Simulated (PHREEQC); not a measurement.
# Metal-bearing waste water (model solution)

Consider water at 20 °C with 0.001 mol/kgw FeCl3 and 0.00044 mol/kgw HCl. Closed to the air; pH follows from the charge balance.

Computed with PHREEQC (ion-association model, phreeqc.dat).

Precipitation was switched off in this run.

### Question
What pH, ionic strength does the model give?

### Answer
pH 2.91; ionic strength 0.00485 mol/kgw.

### Question
In which forms is Fe present?

### Answer
FeOH+2 61 %, Fe+3 22 %, Fe(OH)2+ 11 %, Fe2(OH)2+4 4.5 %, FeCl+2 1.3 % of the Fe.

Examples of supersaturated solids here: Hematite (slow to form), Goethite (slow to form). Others may be too.
